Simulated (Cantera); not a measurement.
Feed: 1 mol trisilylamine, 22 mol NH₃, 0.33 mol H₂, held at 1848 K and 1.33 mbar.

Method: chemical equilibrium by Gibbs-energy minimisation in Cantera with the NASA 1993 tables (ideal gas, pure condensed phases). Candidate condensed phases: Si, Si₃N₄; 18 gas species. The feed counts by its element totals alone. The tables' values for SiN are old estimates; treat these amounts as uncertain. Gases not in the tables: Si₂H₆ and higher silanes. Kinetics and transport are ignored.

Base state: H₂ 0.752, N₂ 0.230, H 0.0126, Si 0.00471, SiH 0.000149, Si₂N 4.86e-5, Si₂ 3.27e-5, SiN 3.18e-5 (mole fractions); condensed: Si(l).

Task: What changes in the equilibrium state with this change: temperature from 1848 K to 1448 K?

Result: 
```csv
species,before,after
H₂,0.752,0.799
N₂,0.230,0.201
H,0.0126,0.000226
Si,0.00471,3.41e-7
Si₂,3.27e-5,<1e-9
Si₂N,4.86e-5,1.97e-9
SiN,3.18e-5,9.02e-9
SiH,0.000149,4.46e-8
"Si(l), mol",2.75,0
"Si₃N₄(s), mol",0,1.000
```
